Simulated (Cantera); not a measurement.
Feed: 1 mol PbO, 2.7 mol CH₄, 7.4 mol H₂, held at 1500 K and 72.0 Pa.

Cantera equilibrium calculation (NASA polynomials, part measured and part estimated; ideal gas, pure solids and liquids). Candidate condensed phases: C, C₆H₆, C₇H₈, C₈H₁₈, H₂O, Pb, PbO, PbO₂, Pb₃O₄; 113 gas species. Equilibrium is a limit: real reactors are often held back by kinetics, nucleation or transport.

Base state: H₂ 0.864, CO 0.0675, Pb 0.0675, H 0.000610 (mole fractions); condensed: C(graphite).

Task: What changes in the equilibrium state with this change: CH₄ from 2.7 to 0.76 mol?

Result: 
| species | before | after |
|---|---|---|
| H₂ | 0.864 | 0.813 |
| Pb | 0.0675 | 0.0936 |
| CO | 0.0675 | 0.0704 |
| H₂O | 7.22e-8 | 0.0217 |
| CO₂ | 2.18e-9 | 0.000728 |
| H | 0.000610 | 0.000591 |
| C(graphite), mol | 1.70 | 0 |
